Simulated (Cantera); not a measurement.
Low-pressure radical oxidation in H2/O2

A perfectly stirred reactor is fed with H2 : O2 : N2 = 0.081 : 1 : 0.22 (molar parts), equivalence ratio 0.041, at 0.0263 atm; it is held at 1425 K, and followed from long to short residence time.

Cantera simulation using GRI-Mech 3.0 (53 species, 325 reactions); the numbers are that mechanism's predictions, not measurements. Radical loss at walls, strong at low pressure, is not modelled. The temperature is held fixed by assumption; the heat of reaction is taken as removed at once.

```csv
τ (s),x H2,x O2,x HO2,x H,x H2O2,x N2O
0.90,0.000134,0.758,1.17e-6,0.000155,4.39e-8,1.15e-8
0.47,0.000201,0.756,1.51e-6,0.000290,5.34e-8,1.05e-8
0.25,0.000295,0.754,1.88e-6,0.000524,6.36e-8,9.42e-9
0.13,0.000432,0.752,2.30e-6,0.000942,7.48e-8,8.37e-9
0.067,0.000624,0.748,2.71e-6,0.00164,8.60e-8,7.38e-9
0.035,0.000871,0.743,3.09e-6,0.00267,9.61e-8,6.51e-9
0.018,0.00119,0.737,3.40e-6,0.00407,1.05e-7,5.72e-9
0.0094,0.00157,0.731,3.63e-6,0.00562,1.12e-7,5.04e-9
```
x: mole fraction; the columns are a selection and need not sum to one.
